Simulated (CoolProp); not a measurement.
n-perfluorohexane along the isobar 0.101 MPa: density (kg/m³) from the reference equation and from simpler models built on Tc = 174.9 °C, pc = 1.742 MPa, ω = 0.497; each cubic takes its own stable root.

Values from CoolProp's reference Helmholtz-energy equation of state, Gao 2022.

| T (°C) | phase | reference | ideal gas | Redlich-Kwong | Soave-Redlich-Kwong |
|---|---|---|---|---|---|
| 70.75 | gas | 12.62 | 11.94 | 12.48 | 12.59 |
| 80.45 | gas | 12.20 | 11.61 | 12.09 | 12.18 |
| 90.05 | gas | 11.83 | 11.31 | 11.74 | 11.81 |
| 99.65 | gas | 11.47 | 11.01 | 11.40 | 11.46 |
| 109.35 | gas | 11.14 | 10.74 | 11.09 | 11.13 |
| 118.95 | gas | 10.83 | 10.47 | 10.79 | 10.83 |
| 128.65 | gas | 10.54 | 10.22 | 10.51 | 10.54 |
| 138.25 | gas | 10.27 | 9.981 | 10.24 | 10.26 |
| 147.95 | gas | 10.01 | 9.752 | 9.991 | 10.00 |
| 157.55 | gas | 9.766 | 9.534 | 9.753 | 9.761 |
| 167.25 | gas | 9.533 | 9.324 | 9.525 | 9.528 |
| 176.85 | gas | 9.314 | 9.125 | 9.309 | 9.308 |
